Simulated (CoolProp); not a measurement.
Properties of C2F6 (R116) along the isotherm 425 K (Tc = 293.0 K, pc = 3048 kPa, ω = 0.257).

Model: reference Helmholtz-energy equation of state, Lemmon 2006, in CoolProp. It is a short technical equation, of lower accuracy than the large ones.

```
p (kPa)          phase  cp (kJ/(kg K))  cv (kJ/(kg K))  expansivity (1/kK)  conductivity (mW/(m K))  Prandtl number  fugacity coefficient
-------  -------------  --------------  --------------  ------------------  -----------------------  --------------  --------------------
586                gas          0.9472          0.8801               2.522                     24.8           0.761                0.9843
1170               gas          0.9568          0.8822               2.702                     25.0           0.782                0.9690
1760               gas          0.9674          0.8843               2.895                     25.2           0.805                0.9540
2340               gas          0.9787          0.8865               3.093                     25.5           0.829                0.9397
2930               gas          0.9909          0.8886               3.302                     25.7           0.856                0.9256
3520     supercritical           1.004          0.8908               3.518                     26.1           0.884                0.9119
4100     supercritical           1.017          0.8929               3.732                     26.4           0.913                0.8989
4690     supercritical           1.031          0.8950               3.949                     26.8           0.945                0.8861
5270     supercritical           1.046          0.8970               4.158                     27.3           0.978                0.8740
5860     supercritical           1.060          0.8989               4.362                     27.8            1.01                0.8621
6450     supercritical           1.075          0.9008               4.551                     28.3            1.05                0.8508
7030     supercritical           1.089          0.9024               4.720                     28.8            1.09                0.8401
7620     supercritical           1.103          0.9039               4.869                     29.4            1.12                0.8297
```

Viscosity comes from a separate model (Huber 2003), an estimate that may be off by 10 % or more. Thermal conductivity comes from a separate model (Huber 2003), an estimate that may be off by 10 % or more.
